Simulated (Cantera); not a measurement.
Mixture: CH4 : CO : O2 : N2 = 1 : 0.13 : 1.72 : 6.47 (molar parts), at 0.987 atm, adiabatic and at constant pressure. Ignition delay is the time to a rise of 400 K.

Model: GRI-Mech 3.0 (53 species, 325 reactions), integrated in Cantera.

Problem. Predict: delay at 1150 K; delay at 1350 K; delay at 1550 K; delay at 1750 K; delay at 1950 K; apparent activation energy between 1850 and 2050 K.

Solution. 
| Item | Value |
|---|---|
| delay at 1150 K | 0.121 s |
| delay at 1350 K | 7.26 ms |
| delay at 1550 K | 0.785 ms |
| delay at 1750 K | 0.157 ms |
| delay at 1950 K | 48.9 µs |
| apparent activation energy between 1850 and 2050 K | 160 kJ/mol |
